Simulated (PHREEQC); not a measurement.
A solution holds 0.016 mol/kgw HCl, 0.034 mol/kgw Li2SO4 and 0.2 mol/kgw NiSO4, at 25 °C. Closed to the air; pH follows from the charge balance.

The numbers come from PHREEQC with the ion-association model, wateq4f.dat.

**Question.** The ionic strength comes out as 0.451 mol/kgw. What activity coefficients do NiCl+, H+, Cl-, Ni(SO4)2-2, HSO4- get?

**Answer.** NiCl+ 0.73, H+ 0.77, Cl- 0.65, Ni(SO4)2-2 0.29, HSO4- 0.67.

No solid was allowed to form.
